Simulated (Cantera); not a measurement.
A perfectly stirred reactor is fed with CH4 : O2 : N2 = 1 : 2.33 : 11.4 (molar parts), equivalence ratio 0.86, at 173 Torr; it is adiabatic with a 325 K inlet, and is followed from long to short residence time, starting on the burning branch (τ in s: 0.49, 0.19, 0.075, 0.029, 0.012, 0.0045, 0.0018, 0.0007, 0.00027, 0.00011, 4.2e-05).

Cantera simulation using GRI-Mech 3.0 (53 species, 325 reactions); the numbers are that mechanism's predictions, not measurements.

Task: What does this change do: inlet temperature 325 to 475 K?

Result: 
```tsv
quantity	before	after
blow-out, bracketed by the residence times tried	burning at 0.700 ms, out at 0.270 ms	burning at 0.700 ms, out at 0.270 ms
x(CH4) at τ = 0.490 s	5.05e-6	3.69e-6
x(O2) at τ = 0.490 s	0.0231	0.0233
x(NO) at τ = 0.490 s	7.68e-5	0.000203
x(CH3) at τ = 0.490 s	1.36e-6	1.16e-6
x(HO2) at τ = 0.490 s	5.82e-7	5.30e-7
x(CH4) at τ = 4.50 ms	0.000149	0.000108
x(O2) at τ = 4.50 ms	0.0308	0.0311
x(NO) at τ = 4.50 ms	1.83e-5	2.64e-5
x(CH3) at τ = 4.50 ms	2.30e-5	2.03e-5
x(HO2) at τ = 4.50 ms	3.97e-6	3.30e-6
```

Task: What does this change do: O2 2.33 to 3.3 parts?

Result: 
```json
[
 {"quantity": "blow-out, bracketed by the residence times tried", "before": "burning at 0.700 ms, out at 0.270 ms", "after": "burning at 0.700 ms, out at 0.270 ms"},
 {"quantity": "x(CH4) at τ = 0.490 s", "before": "5.05e-6", "after": "6.19e-6"},
 {"quantity": "x(O2) at τ = 0.490 s", "before": "0.0231", "after": "0.0825"},
 {"quantity": "x(NO) at τ = 0.490 s", "before": "7.68e-5", "after": "2.56e-5"},
 {"quantity": "x(CH3) at τ = 0.490 s", "before": "1.36e-6", "after": "1.31e-6"},
 {"quantity": "x(HO2) at τ = 0.490 s", "before": "5.82e-7", "after": "8.85e-7"},
 {"quantity": "x(CH4) at τ = 4.50 ms", "before": "0.000149", "after": "0.000149"},
 {"quantity": "x(O2) at τ = 4.50 ms", "before": "0.0308", "after": "0.0848"},
 {"quantity": "x(NO) at τ = 4.50 ms", "before": "1.83e-5", "after": "6.84e-6"},
 {"quantity": "x(CH3) at τ = 4.50 ms", "before": "2.30e-5", "after": "1.80e-5"},
 {"quantity": "x(HO2) at τ = 4.50 ms", "before": "3.97e-6", "after": "8.78e-6"}
]
```
